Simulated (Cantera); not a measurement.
An isothermal, constant-pressure homogeneous reactor starts with C2H6 : N2 = 1 : 6.5 (molar parts), at 1900 K and 0.250 bar. Integrator tolerance rtol = 1e-08.

Detailed kinetics in Cantera: GRI-Mech 3.0 (53 species, 325 reactions). GRI-Mech 3.0 stops at C3 and has no aromatics, soot or wall deposition, so with more carbon than oxygen in the feed, carbon stays in small species such as C2H2 where larger ones or solid carbon would form.

Question: What does this change do: temperature 1900 to 1650 K?

Answer: 
| quantity | before | after |
|---|---|---|
| x(C2H6) at 2.00 s | 2.69e-9 (gas-phase equilibrium 1.27e-9) | 1.77e-7 (gas-phase equilibrium 3.21e-8) |
| x(C2H4) at 2.00 s | 6.64e-5 (gas-phase equilibrium 3.06e-5) | 0.000387 (gas-phase equilibrium 0.000201) |
| x(CH3) at 2.00 s | 1.53e-5 (gas-phase equilibrium 1.05e-5) | 2.44e-5 (gas-phase equilibrium 8.74e-6) |
| x(C2H) at 2.00 s | 4.79e-6 (gas-phase equilibrium 2.20e-6) | 1.80e-7 (gas-phase equilibrium 9.32e-8) |
| x(H) at 2.00 s | 0.000732 (gas-phase equilibrium 0.000732) | 8.19e-5 (gas-phase equilibrium 8.36e-5) |

Question: What does this change do: temperature 1900 to 1525 K?

Answer: 
| quantity | before | after |
|---|---|---|
| x(C2H6) at 2.00 s | 2.69e-9 (gas-phase equilibrium 1.27e-9) | 4.26e-6 (gas-phase equilibrium 2.31e-7) |
| x(C2H4) at 2.00 s | 6.64e-5 (gas-phase equilibrium 3.06e-5) | 0.00100 (gas-phase equilibrium 0.000630) |
| x(CH3) at 2.00 s | 1.53e-5 (gas-phase equilibrium 1.05e-5) | 4.09e-5 (gas-phase equilibrium 7.59e-6) |
| x(C2H) at 2.00 s | 4.79e-6 (gas-phase equilibrium 2.20e-6) | 1.93e-8 (gas-phase equilibrium 1.28e-8) |
| x(H) at 2.00 s | 0.000732 (gas-phase equilibrium 0.000732) | 1.67e-5 (gas-phase equilibrium 2.16e-5) |
